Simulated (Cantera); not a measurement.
Feed: 1 mol Fe3O4, 0.57 mol CH4, 3.3 mol H2, held at 1.20 mbar.

Method: chemical equilibrium by Gibbs-energy minimisation in Cantera with the NASA 1993 tables (ideal gas, pure condensed phases). Candidate condensed phases: C, C6H6, C7H8, C8H18, Fe, Fe(CO)5, FeO, Fe(OH)2, Fe(OH)3, Fe2O3, Fe3O4, H2O; 114 gas species. Each liquid is taken as pure. Mutual solubility and eutectic melting of coexisting phases are not modelled. The tables' stoichiometric FeO is somewhat more stable than real wüstite, so its field is too wide. FeO: taken at fixed stoichiometry. Kinetics and transport are ignored.

log p: log10 of the partial pressure in bar; n: condensed amount in mol.

```
T (K)  log p H2  log p H2O  log p Fe  log p CO  log p H  log p CO2  log p FeO  n Fe(γ)  n FeO(s)  n Fe(δ)  n FeO(l)   n Fe(l)
-----  --------  ---------  --------  --------  -------  ---------  ---------  -------  --------  -------  --------  --------
1498      -3.13      -3.50     -6.84     -3.93    -6.33      -4.72      -9.62    0.957      2.04        0         0         0
1548      -3.13      -3.49     -6.39     -3.93    -6.08      -4.73      -9.07    0.998      2.00        0         0         0
1598      -3.14      -3.48     -5.98     -3.93    -5.84      -4.74      -8.54     1.03      1.96        0         0         0
1648      -3.14      -3.47         …     -3.93        …      -4.75          …     1.06      1.93        0         0         0
1698      -3.14      -3.47     -5.22     -3.92    -5.41      -4.78      -7.62        0         0     1.03      1.94         0
1748      -3.15      -3.48     -4.87     -3.92    -5.21      -4.82      -7.21        0         0    0.978      1.96         0
1798      -3.15      -3.49     -4.54     -3.93    -5.03      -4.85      -6.82        0         0    0.893      1.98         0
1848      -3.16      -3.50         …     -3.94        …      -4.88          …        0         0        0      1.98         …
1898      -3.19      -3.52     -3.96     -3.96    -4.70      -4.91      -6.11        0         0        0      1.98     0.514
1948      -3.23      -3.56     -3.70     -3.99    -4.56      -4.97      -5.79        0         0        0      1.97  0.000447
1998      -3.32      -3.50     -3.60     -4.04    -4.45      -4.88      -5.48        0         0        0      1.60         0
2048      -3.42      -3.44     -3.51     -4.09    -4.36      -4.79      -5.19        0         0        0      1.17         0
2098      -3.55      -3.40     -3.45     -4.15    -4.28      -4.70      -4.91        0         0        0     0.689         0
```

Some entries are withheld; supply them.


- 1848, log p Fe: -4.24
- 1848, log p H: -4.86
- 1848, log p FeO: -6.46
- 1848, n Fe(l): 0.763
- 1648, log p Fe: -5.58
- 1648, log p H: -5.62
- 1648, log p FeO: -8.05
